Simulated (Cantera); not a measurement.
# Ignition delay

Mixture: CH₄ : C₂H₆ : C₃H₈ : O₂ : N₂ = 0.74 : 0.037 : 0.18 : 6.45 : 32.2 (molar parts), equivalence ratio 0.39, at 750 Torr, adiabatic and at constant volume. Ignition delay is the time to a rise of 400 K.

Model: GRI-Mech 3.0 (53 species, 325 reactions), integrated in Cantera. GRI-Mech 3.0 was tuned for natural gas; its chemistry of propane as a main component is partial and can be far from experiment.

```json
[
 {"T0 (K)": "1050", "delay (ms)": "120"},
 {"T0 (K)": "1125", "delay (ms)": "27.3"},
 {"T0 (K)": "1200", "delay (ms)": "6.62"},
 {"T0 (K)": "1275", "delay (ms)": "1.84"},
 {"T0 (K)": "1350", "delay (ms)": "0.617"},
 {"T0 (K)": "1425", "delay (ms)": "0.250"}
]
```

| Item | Value |
|---|---|
| apparent activation energy between 1275 and 1425 K | 200 kJ/mol |
